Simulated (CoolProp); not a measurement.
Vapour-liquid equilibrium of benzene (1) + octamethylcyclotetrasiloxane (D4) (2) at 0.833 MPa; x and y are mole fractions of (1).

Model: multi-fluid Helmholtz-energy mixture model, Thol 2012 and Thol 2015; pair parameters Bell 2016, in CoolProp.

```tsv
x	bubble temperature, mixture model (K)	bubble temperature, Raoult's law (K)	y, mixture model	y, Raoult's law
0.05	549.1	542.4	0.103	0.230
0.2	527.5	512.2	0.419	0.618
0.35	505.1	490.8	0.666	0.795
0.5	485.5	474.9	0.819	0.887
0.65	469.3	462.4	0.909	0.941
0.8	455.9	452.4	0.962	0.973
0.95	444.7	444.0	0.994	0.995
```

The largest gap from Raoult's law is +15.3 K in bubble temperature, at x = 0.2. No azeotrope shows between x = 0.05 and 0.95.

Pair parameters are fitted to limited data, so mixtures are less certain than the pure fluids.
